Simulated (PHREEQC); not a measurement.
Make-up at 25 °C and 50 atm: 5.1 mol/kgw NaCl, 0.051 mol/kgw BaCl2 and 3.1 mol/kgw MgCl2. Closed to the air; pH follows from the charge balance.

Equilibrium calculation in PHREEQC: Pitzer model, pitzer.dat.

```json
[
 {"quantity": "pH", "before": "3.12", "after": "6.02"},
 {"quantity": "SI of Halite (NaCl)", "before": "+1.25", "after": "-1.49"}
]
```

Problem. What was changed between the two runs?
A. 0.61 mol/kgw KOH added
B. MgCl2 left out
C. temperature from 25 to 15 °C
D. diluted 5-fold with water

Solution. D, diluted 5-fold with water

Precipitation was switched off in this run. Some of these states are supersaturated (in Halite, for instance). Under pressure, the constants of complexes without a molar volume in the database are unreliable.
